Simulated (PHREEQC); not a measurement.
A column of 0.5 m (30 cells, dispersivity 0.025 m, 300 s a shift, diffusion coefficient 3e-10 m²/s) holds 0.008 eq of the database's cation exchanger X per kg of pore water, first in equilibrium with 0.013 mol MgCl2, 0.00032 mol CuCl2 and 1e-05 mol HCl per kg of water. It is flushed with 0.0025 mol/kgw ZnCl2 and 1e-05 mol/kgw HCl, at 40 °C. Values are for the last cell. CO2 from the air is kept out. Precipitation was switched off in this run.

All values are PHREEQC results (ion-association model, phreeqc.dat), not measurements.

Q: Predict Zn in solution (mol/kgw), Cu in solution (mol/kgw) at pore volumes = 0, 1.617, 2.017, 5.617.

A: 
| pore volumes | Zn in solution (mol/kgw) | Cu in solution (mol/kgw) |
|---|---|---|
| 0 | 0 | 0.000320 |
| 1.617 | 0.000238 | 6.02e-5 |
| 2.017 | 0.000528 | 4.18e-5 |
| 5.617 | 0.00249 | 5.03e-8 |

At this temperature some constants are extrapolated from 25 °C, and those without enthalpy data are left unchanged.
